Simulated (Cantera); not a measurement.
Cantera run:

```python
import numpy as np
import cantera as ct

gas_names = """
    H HO2 H2 H2O H2O2 H2S H2SO4 O OH O2 O3 S SH SO SO2 SO3 S2 S2O S8
""".split()
cond_names = """
    H2O(s) H2O(L) H2SO4(L) S(cr1) S(cr2) S(L)
""".split()


def load(file, names, dense=False):
    # The tables refer to 1 bar. Condensed volumes are neglected.
    table = {s.name: s for s in ct.Species.list_from_file(file)}
    out = []
    for n in names:
        d = dict(table[n].input_data)
        d["thermo"] = dict(d["thermo"], **{"reference-pressure": 1e5})
        if dense:
            d["equation-of-state"] = {"model": "constant-volume", "density": "1e6 g/cm^3"}
        out.append(ct.Species.from_dict(d))
    return out


gas = ct.Solution(thermo="ideal-gas", species=load("nasa_gas.yaml", gas_names))
cond = {s.name: ct.Solution(thermo="fixed-stoichiometry", species=[s], name=s.name)
        for s in load("nasa_condensed.yaml", cond_names, dense=True)}
atoms = {
    'S': {'S': 1},
    'SO2': {'S': 1, 'O': 2},
    'H2': {'H': 2},
}
top_T = {}  # K; cautious upper limits of use, not melting points


def equilibrate(T, P, feed):
    n = {}
    for name, mol in feed.items():
        for a, k in atoms[name].items():
            n[a] = n.get(a, 0.0) + k * mol
    gas.TPX = T, P, n
    mass = sum(n.values()) * gas.mean_molecular_weight
    gas.equilibrate("TP")
    valid = [c for c in cond.values() if c.min_temp <= T <= top_T.get(c.name, c.max_temp)]
    mix = ct.Mixture([(gas, mass / gas.mean_molecular_weight)] + [(c, 0.0) for c in valid])
    mix.T, mix.P = T, P
    mix.equilibrate("TP", solver="vcs", rtol=1e-11, max_steps=5000)
    return mix


results = []
feed = {'S': 1, 'SO2': 0.066, 'H2': 2.3}  # mol
P = 22000000  # Pa
for T in [900, 1000, 1100, 1200, 1300, 1400, 1500, 1600, 1700, 1800, 1900, 2000]:
    mix = equilibrate(T, P, feed)
    results.append((T, P, feed, dict(zip(mix.species_names, mix.species_moles))))
    x = sorted(zip(gas.X, gas.species_names), reverse=True)
    print(f"T = {T:g} K  P = {P:g} Pa  gas = {mix.phase_moles(0):.4g} mol")
    print("   x: " + "  ".join(f"{s} {v:.3e}" for v, s in x if v > 0.0001))
    print("   condensed (mol): " + ("  ".join(f"{mix.phase(i).name} {mix.phase_moles(i):.4g}"
          for i in range(1, mix.n_phases) if mix.phase_moles(i) > 1e-12) or "none"))
```

Result:

```
T = 900 K  P = 2.2e+07 Pa  gas = 2.3 mol
   x: H2 4.791e-01  H2S 4.635e-01  H2O 5.739e-02
   condensed (mol): none
T = 1000 K  P = 2.2e+07 Pa  gas = 2.3 mol
   x: H2 4.791e-01  H2S 4.635e-01  H2O 5.739e-02
   condensed (mol): none
T = 1100 K  P = 2.2e+07 Pa  gas = 2.3 mol
   x: H2 4.791e-01  H2S 4.635e-01  H2O 5.739e-02
   condensed (mol): none
T = 1200 K  P = 2.2e+07 Pa  gas = 2.3 mol
   x: H2 4.791e-01  H2S 4.634e-01  H2O 5.739e-02
   condensed (mol): none
T = 1300 K  P = 2.2e+07 Pa  gas = 2.3 mol
   x: H2 4.792e-01  H2S 4.634e-01  H2O 5.739e-02
   condensed (mol): none
T = 1400 K  P = 2.2e+07 Pa  gas = 2.3 mol
   x: H2 4.793e-01  H2S 4.631e-01  H2O 5.738e-02  S2 1.138e-04
   condensed (mol): none
T = 1500 K  P = 2.2e+07 Pa  gas = 2.301 mol
   x: H2 4.797e-01  H2S 4.624e-01  H2O 5.737e-02  S2 3.201e-04  SH 2.007e-04
   condensed (mol): none
T = 1600 K  P = 2.2e+07 Pa  gas = 2.302 mol
   x: H2 4.804e-01  H2S 4.610e-01  H2O 5.733e-02  S2 7.865e-04  SH 4.567e-04
   condensed (mol): none
T = 1700 K  P = 2.2e+07 Pa  gas = 2.305 mol
   x: H2 4.820e-01  H2S 4.581e-01  H2O 5.726e-02  S2 1.720e-03  SH 9.390e-04
   condensed (mol): none
T = 1800 K  P = 2.2e+07 Pa  gas = 2.31 mol
   x: H2 4.847e-01  H2S 4.529e-01  H2O 5.714e-02  S2 3.391e-03  SH 1.769e-03
   condensed (mol): none
T = 1900 K  P = 2.2e+07 Pa  gas = 2.318 mol
   x: H2 4.892e-01  H2S 4.447e-01  H2O 5.694e-02  S2 6.072e-03  SH 3.084e-03
   condensed (mol): none
T = 2000 K  P = 2.2e+07 Pa  gas = 2.329 mol
   x: H2 4.956e-01  H2S 4.327e-01  H2O 5.664e-02  S2 9.940e-03  SH 5.017e-03
   condensed (mol): none
```

These are equilibrium values from Cantera (NASA tables, ideal gas, pure condensed phases), not measurements of a reactor. The ideal-gas law is rough above about 30 bar. Gases not in the tables: S3 to S7.
